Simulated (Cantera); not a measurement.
A diamond (100) surface in a fixed gas of H2 with x(CH4) = 0.015, x(H) = 0.001, x(CH3) = 2.3e-05, 7600 Pa; coverages are run to steady state.

Model: the Harris–Goodwin 1993 mechanism for the reconstructed diamond (100) surface, integrated in Cantera.

θ: site fractions in the mechanism's names (c6HH fully hydrogenated, c6H* and c6*H radical sites, c6** diradical, c6HM methylated).

```tsv
T (K)	growth (µm/h)	θ c6HH	θ c6H*	θ c6*H	θ c6**	θ c6HM
925	0.602	0.655	0.0119	0.307	0.00513	0.0165
975	0.743	0.612	0.0158	0.348	0.00750	0.0126
1025	0.805	0.572	0.0201	0.385	0.0104	0.00877
1075	0.707	0.536	0.0248	0.418	0.0137	0.00509
1125	___	0.504	___	0.445	___	___
1175	___	0.476	___	0.467	___	___
1225	0.223	0.452	0.0396	0.483	0.0244	0.000322
1275	0.189	0.433	0.0444	0.494	0.0275	0.000115
1325	0.174	0.419	0.0489	0.501	0.0301	4.17e-5
1375	0.145	0.410	0.0531	0.504	0.0321	1.52e-5
```

**Question.** What belongs in the gaps?

**Answer.** 
- 1125, growth (µm/h): 0.493
- 1125, θ c6H*: 0.0298
- 1125, θ c6**: 0.0174
- 1125, θ c6HM: 0.00233
- 1175, growth (µm/h): 0.314
- 1175, θ c6H*: 0.0347
- 1175, θ c6**: 0.0210
- 1175, θ c6HM: 0.000896
